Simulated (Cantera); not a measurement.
# SiO₂ + F₂ + O₂ (oxide etching and cleaning by halides)

A closed system holds: 1 mol SiO₂, 15 mol F₂, 1.6 mol O₂, equilibrated at 798 K and 5100 Pa.

Cantera equilibrium calculation (NASA polynomials, part measured and part estimated; ideal gas, pure solids and liquids). Candidate condensed phases: Si, SiO₂; 17 gas species. Kinetics and transport are ignored.

```json
{
  "x(F₂)": "0.755",
  "x(O₂)": "0.154",
  "x(SiF₄)": "0.0593",
  "x(F)": "0.0310",
  "x(FO₂)": "1.57e-5",
  "x(F₂O)": "1.55e-6",
  "gas_amount": "16.86 mol",
  "log10 activity of Si(s) (absent)": "-97.92"
}
```
